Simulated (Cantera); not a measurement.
A perfectly stirred reactor is fed with 55.9 % NH3, 43.6 % N2, 0.431 % H2, at 0.0263 atm; it is held at 1950 K, and followed from long to short residence time.

Model: the gas-phase N/H chemistry of the illustrative SiF4/NH3 mechanism in the Surface Chemkin manual (1991), integrated in Cantera. Walls and surfaces, which speed up NH3 decomposition in real reactors, are not modelled.

**Question.** Predict: x(NH3) at τ = 22.0 s; x(N2H2) at τ = 22.0 s; x(NH2) at τ = 22.0 s; x(H) at τ = 22.0 s; x(NH3) at τ = 48.0 ms; x(N2H2) at τ = 48.0 ms; x(N2H4) at τ = 48.0 ms; x(NH2) at τ = 48.0 ms; x(H) at τ = 48.0 ms.

**Answer.** 
| Item | Value |
|---|---|
| x(NH3) at τ = 22.0 s | 0.0309 |
| x(N2H2) at τ = 22.0 s | 1.42e-7 |
| x(NH2) at τ = 22.0 s | 0.000116 |
| x(H) at τ = 22.0 s | 0.000673 |
| x(NH3) at τ = 48.0 ms | 0.534 |
| x(N2H2) at τ = 48.0 ms | 5.01e-6 |
| x(N2H4) at τ = 48.0 ms | 1.74e-8 |
| x(NH2) at τ = 48.0 ms | 0.000963 |
| x(H) at τ = 48.0 ms | 1.87e-5 |
